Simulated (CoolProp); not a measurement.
Ethylene along the isobar 7.62 bar: fugacity coefficient from the reference equation and from simpler models built on Tc = 282.4 K, pc = 50.42 bar, ω = 0.087; each cubic takes its own stable root.

Values from CoolProp's reference Helmholtz-energy equation of state, Smukala 2000.

| T (K) | phase | reference |
|---|---|---|
| 195.7 | liquid | 0.4664 |
| 220 | gas | 0.8919 |
| 244.4 | gas | 0.9216 |
| 268.7 | gas | 0.9412 |
| 293 | gas | 0.9549 |
| 317.4 | gas | 0.9649 |
| 341.7 | gas | 0.9723 |
| 366 | gas | 0.9779 |
| 390.4 | gas | 0.9823 |
| 414.7 | gas | 0.9858 |

Problem. How far does each simpler model (van der Waals, Redlich-Kwong, Soave-Redlich-Kwong, Peng-Robinson) lie from the reference over these 10 states: mean and median of the absolute difference, and the worst?

Solution. 
- van der Waals: mean 9.9 %, median 0.3 %, worst +91.8 % at 195.7 K and 7.62 bar
- Redlich-Kwong: mean 0.8 %, median 0.1 %, worst +6.7 % at 195.7 K and 7.62 bar
- Soave-Redlich-Kwong: mean 0.1 %, median 0.1 %, worst +0.5 % at 195.7 K and 7.62 bar
- Peng-Robinson: mean 0.4 %, median 0.4 %, worst -0.6 % at 268.7 K and 7.62 bar

At some of these states van der Waals gives the other phase, because its saturation line lies elsewhere.
